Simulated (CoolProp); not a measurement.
A simple Rankine cycle with R113: condensing at 300.15 K, boiler at 1.21 MPa, turbine inlet 427.6 K, turbine efficiency 0.75, pump efficiency 0.6, no recuperator. Each further row changes one setting.

Computed with CoolProp (reference Helmholtz-energy equation of state, Marx 1992).

| case | thermal efficiency (%) | net work (kJ/kg) | heat in (kJ/kg) | turbine exit temperature (K) | volume ratio over the turbine |
|---|---|---|---|---|---|
| as stated | 16.0 | 36.1 | 226 | 357.6 | 26.7 |
| turbine inlet 447.6 K | 15.9 | 38.8 | 244 | 378.4 | 25.7 |
| condensing temperature 292.15 K | 17.0 | 39.7 | 234 | 352.4 | 36.4 |
| boiler pressure 0.847 MPa | 14.6 | 34.0 | 232 | 368.9 | 17.5 |
| turbine efficiency 0.65 | 13.8 | 31.2 | 226 | 364.6 | 27.3 |
